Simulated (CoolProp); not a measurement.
Vapour-liquid equilibrium of R134a (1) + R1234yf (2) at 316.1 K; x and y are mole fractions of (1).

Model: multi-fluid Helmholtz-energy mixture model, Tillner-Roth 1994 and Lemmon 2022; pair parameters Bell 2022, in CoolProp.

```tsv
x	bubble pressure (kPa)	y at the bubble point	dew pressure at overall composition x (kPa)	liquid density (mol/L)
0.05	(withheld)	(withheld)	1106	(withheld)
0.15	1124	0.163	1123	9.194
0.25	1137	(withheld)	1136	(withheld)
0.35	1146	(withheld)	1145	9.555
0.45	1150	0.454	1150	9.754
0.55	1150	0.547	1150	9.967
0.65	(withheld)	0.641	1146	10.19
0.75	1139	0.737	1138	10.44
0.85	1127	0.837	1125	10.70
0.95	1110	0.944	1109	10.97
```

What belongs in the gaps?


- 0.05, bubble pressure (kPa): 1107
- 0.05, y at the bubble point: 0.056
- 0.05, liquid density (mol/L): 9.032
- 0.25, y at the bubble point: 0.263
- 0.25, liquid density (mol/L): 9.368
- 0.35, y at the bubble point: 0.360
- 0.65, bubble pressure (kPa): 1147

y crosses x between x = 0.45 and 0.55: the model has an azeotrope there.

Pair parameters are fitted to limited data, so mixtures are less certain than the pure fluids.
